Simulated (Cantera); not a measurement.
An adiabatic, constant-pressure homogeneous reactor starts with CH₄ : C₂H₆ : O₂ : N₂ : CO₂ = 1 : 0.053 : 1.82 : 17.1 : 2.4 (molar parts), equivalence ratio 1.2, at 1775 K and 5.00 bar.

Cantera simulation using GRI-Mech 3.0 (53 species, 325 reactions); the numbers are that mechanism's predictions, not measurements.

One state of this run: T (K) = 1775; x CH₄ = 0.0421; x C₂H₆ = 0.00160; x O₂ = 0.0799; x CH₃ = 0.00142; x HCN = 3.74e-10. x: mole fraction; the columns are a selection and need not sum to one.

**Question.** Which value of t (s) does it belong to?
(A) 0.000153
(B) 0.0291
(C) 0.108
(D) 1.11e-5

**Answer.** D, 1.11e-5
